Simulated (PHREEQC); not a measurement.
Make-up at 25 °C: 0.031 mol/kgw MnCl2, 0.2 mol/kgw NaHSO4 and 0.01 mol/kgw NiSO4. Closed to the air; pH follows from the charge balance.

Model: ion-association model, wateq4f.dat, run in PHREEQC.

```json
{
  "pH": "1.21",
  "ionic_strength": "0.403 mol/kgw",
  "activity_of_water": "0.990",
  "total_alkalinity": "-200 meq/kg"
}
```

```csv
species,molality,activity,log γ
Na+,0.187,0.134,-0.146
HSO4-,0.120,0.0820,-0.167
H+,0.0795,0.0614,-0.113
SO4-2,0.0614,0.0137,-0.650
Cl-,0.0605,0.0399,-0.181
Mn+2,0.0187,0.00498,-0.575
```

Precipitation was switched off in this run.
